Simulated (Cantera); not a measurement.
A closed system holds: 1 mol AlN, 77 mol HCl, at 2073 K and 750 Torr.

These are equilibrium values from Cantera (NASA tables, ideal gas, pure condensed phases), not measurements of a reactor. Candidate condensed phases: Al, AlCl3, AlN, NH4Cl; 20 gas species. The tables' values for AlCl2 are old estimates; treat these amounts as uncertain. Equilibrium is a limit: real reactors are often held back by kinetics, nucleation or transport.

Base state: HCl 0.944, H2 0.0249, AlCl3 0.0125, Cl 0.0116, N2 0.00645, H 0.000415, AlCl2 0.000388, Cl2 0.000145 (mole fractions); condensed: gas only.

What changes in the equilibrium state with this change: AlN replaced by BN?


```
species    before     after
-------  --------  --------
HCl         0.944     0.944
H2         0.0249    0.0248
BCl3            0    0.0124
AlCl3      0.0125         0
BCl2            0  0.000458
Cl         0.0116    0.0116
AlCl2    0.000388         0
BCl             0   5.09e-5
AlCl      2.02e-5         0
```
The tables' values for BCl2, BCl are old estimates; treat these amounts as uncertain. Gases not in the tables: BHCl2. Further candidate phases: B, BN.
